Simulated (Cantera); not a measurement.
## Low-pressure radical oxidation in H2/O2

An isothermal, constant-pressure homogeneous reactor starts with H₂ : O₂ = 0.052 : 1 (molar parts), equivalence ratio 0.026, at 1175 K and 10.00 Torr.

Model: GRI-Mech 3.0 (53 species, 325 reactions), integrated in Cantera. Radical loss at walls, strong at low pressure, is not modelled. The temperature is held fixed by assumption; the heat of reaction is taken as removed at once.

```csv
t (s),x H₂,x O₂,x O,x H₂O,x H,x OH,x HO₂
2.00e-6,0.0494,0.951,1.07e-12,<1e-12,5.22e-11,1.06e-12,5.32e-11
6.59e-6,0.0494,0.951,1.12e-11,<1e-12,1.65e-10,1.10e-11,1.76e-10
2.17e-5,0.0494,0.951,1.09e-10,1.15e-11,4.80e-10,1.04e-10,5.79e-10
7.17e-5,0.0494,0.951,9.34e-10,3.09e-10,1.28e-9,7.93e-10,1.91e-9
0.000236,0.0494,0.951,8.39e-9,7.26e-9,5.12e-9,5.85e-9,6.32e-9
0.000779,0.0494,0.951,3.51e-7,5.01e-7,1.69e-7,2.24e-7,2.23e-8
0.00257,0.0293,0.936,0.00961,0.0152,0.00542,0.00454,3.56e-6
0.00847,0.000753,0.917,0.0283,0.0441,0.00665,0.00294,3.65e-6
0.0279,0.000469,0.930,0.0170,0.0469,0.00311,0.00233,3.25e-6
0.0920,0.000140,0.944,0.00494,0.0495,0.000489,0.00128,2.09e-6
0.303,1.97e-5,0.948,0.000692,0.0504,2.57e-5,0.000482,7.31e-7
1.00,2.32e-6,0.949,8.24e-5,0.0506,1.06e-6,0.000167,1.55e-7
```
x: mole fraction; the columns are a selection and need not sum to one.

Equilibrium at this temperature and pressure: H₂ 3.39e-9, O₂ 0.949, O 1.24e-7, H₂O 0.0507, H 6.22e-11, OH 6.48e-6, HO₂ 7.57e-9 (gas phase only).
